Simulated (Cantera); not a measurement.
Feed: 1 mol MgO, 5.8 mol N2, held at 1.33 mbar.

Method: chemical equilibrium by Gibbs-energy minimisation in Cantera with the NASA 1993 tables (ideal gas, pure condensed phases). Candidate condensed phases: Mg, MgO; 13 gas species. Equilibrium is a limit: real reactors are often held back by kinetics, nucleation or transport. All values below are at 2773 K.

Base state: N2 0.748, Mg 0.129, O 0.109, O2 0.00671, NO 0.00617, MgO 0.000550, N 6.78e-5 (mole fractions); condensed: gas only.

### Question
What changes in the equilibrium state with this change: pressure from 1.33 mbar to 0.133 bar?

### Answer
```tsv
species	before	after
N2	0.748	0.832
Mg	0.129	0.0941
O2	0.00671	0.0289
O	0.109	0.0227
NO	0.00617	0.0135
MgO	0.000550	0.00832
N	6.78e-5	7.15e-6
MgO(s), mol	0	0.292
```
